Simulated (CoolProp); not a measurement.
Vapour-liquid equilibrium of propane (1) + cyclohexane (2) at 326.9 K; x and y are mole fractions of (1).

Model: multi-fluid Helmholtz-energy mixture model, Lemmon 2009 and Zhou 2014; pair parameters Bell 2016, in CoolProp.

### Question
Give the bubble pressure and the first vapour's composition at x = 0.05, 0.65, 0.875. Is there an azeotrope?

### Answer
x = 0.05: 138.3 kPa, y = 0.703; x = 0.65: 1190 kPa, y = 0.977; x = 0.875: 1579 kPa, y = 0.991. No azeotrope shows between x = 0.05 and 0.95.

Pair parameters are fitted to limited data, so mixtures are less certain than the pure fluids. The gap from Raoult's law changes sign with composition, which may be real or a fault of the pair parameters; it wasn't checked against measurements.
